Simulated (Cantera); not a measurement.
An isothermal, constant-pressure homogeneous reactor starts with NH3 : H2 : N2 = 1 : 0.82 : 0.094 (molar parts), at 2025 K and 0.0800 bar.

Detailed kinetics in Cantera: the gas-phase N/H chemistry of the illustrative SiF4/NH3 mechanism in the Surface Chemkin manual (1991). Walls and surfaces, which speed up NH3 decomposition in real reactors, are not modelled.

One state of this run: x NH3 = 0.512; x H2 = 0.435; x H = 0.000282; x NH = 1.79e-5; x NH2 = 0.000971; x N2H4 = 2.85e-8. x: mole fraction; the columns are a selection and need not sum to one.

Problem. Which value of t (s) does it belong to?
A. 0.00562
B. 1.20
C. 0.140
D. 7.69e-5

Solution. A, 0.00562
